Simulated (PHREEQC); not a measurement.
0.46 g of hydrous ferric oxide (600 m²/g; 0.2 weak and 0.005 strong sites per Fe, Dzombak-Morel constants, diffuse double layer) in 1 kg of water with 0.005 mol/kgw of an inert sodium salt and 0.045 mmol/kgw CuCl2, 0.26 mmol/kgw BaCl2 and 0.17 mmol/kgw NiCl2, at 25 °C; the pH is set by adding NaOH or the inert anion's acid. Oxygen is held at 0.21 atm. The system is closed to CO2. No solid was allowed to form.

Model: ion-association model, wateq4f.dat, run in PHREEQC.

```tsv
pH	Cu sorbed (%)	Ba sorbed (%)	Ni sorbed (%)	surface charge σ (C/m²)	surface potential ψ (mV)
4	4.3	0.0	0.0	0.196	190
4.5	21.2	0.0	0.1	0.143	175
5	55.0	0.0	0.3	0.101	157
5.5	86.1	0.0	1.2	0.068	138
6	97.3	0.0	5.6	0.045	117
6.5	99.4	0.0	20.1	0.029	95
7	99.8	0.0	52.7	0.019	75
7.5	99.8	0.1	85.9	0.012	56
8	99.7	0.3	97.8	0.006	31
8.5	99.7	2.1	99.7	0.001	5
9	99.5	9.3	100.0	-0.004	-20
9.5	99.2	27.6	100.0	-0.008	-39
10	97.8	54.9	100.0	-0.011	-54
10.5	93.0	77.4	99.9	-0.016	-66
11	80.0	90.9	99.7	-0.022	-79
11.5	57.2	96.9	98.2	-0.035	-94
12	29.4	98.9	86.7	-0.062	-108
```

Along this series the solution becomes supersaturated in solids that the run did not let form, among them Cu(OH)2, Ni(OH)2. The database's constant for dissolved Cu(OH)2 is higher than later reviews accept.
